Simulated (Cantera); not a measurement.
Mixture: C3H8 : O2 : N2 = 1 : 3.57 : 13.4 (molar parts), equivalence ratio 1.4, at 500000 Pa, adiabatic and at constant pressure. Ignition delay is the time to a rise of 400 K.

Computed with Cantera and GRI-Mech 3.0 (53 species, 325 reactions). GRI-Mech 3.0 was tuned for natural gas; its chemistry of propane as a main component is partial and can be far from experiment.

Question: What does this change do: 0.068 parts H2 added?

Answer: 
```
quantity                                                before       after
--------------------------------------------------  ----------  ----------
delay at 1050 K                                        55.2 ms     39.6 ms
delay at 1150 K                                        7.33 ms     6.50 ms
delay at 1250 K                                        1.08 ms     1.03 ms
delay at 1350 K                                       0.206 ms    0.201 ms
delay at 1450 K                                        53.7 µs     52.9 µs
apparent activation energy between 1350 and 1450 K  220 kJ/mol  220 kJ/mol
```

Question: What does this change do: pressure from 500000 Pa to 290000 Pa?

Answer: 
```tsv
quantity	before	after
delay at 1050 K	55.2 ms	86.7 ms
delay at 1150 K	7.33 ms	10.4 ms
delay at 1250 K	1.08 ms	1.45 ms
delay at 1350 K	0.206 ms	0.274 ms
delay at 1450 K	53.7 µs	72.8 µs
apparent activation energy between 1350 and 1450 K	220 kJ/mol	220 kJ/mol
```

Question: What does this change do: 1.1 parts H2O added?

Answer: 
| quantity | before | after |
|---|---|---|
| delay at 1050 K | 55.2 ms | 55.7 ms |
| delay at 1150 K | 7.33 ms | 7.57 ms |
| delay at 1250 K | 1.08 ms | 1.15 ms |
| delay at 1350 K | 0.206 ms | 0.223 ms |
| delay at 1450 K | 53.7 µs | 58.5 µs |
| apparent activation energy between 1350 and 1450 K | 220 kJ/mol | 220 kJ/mol |
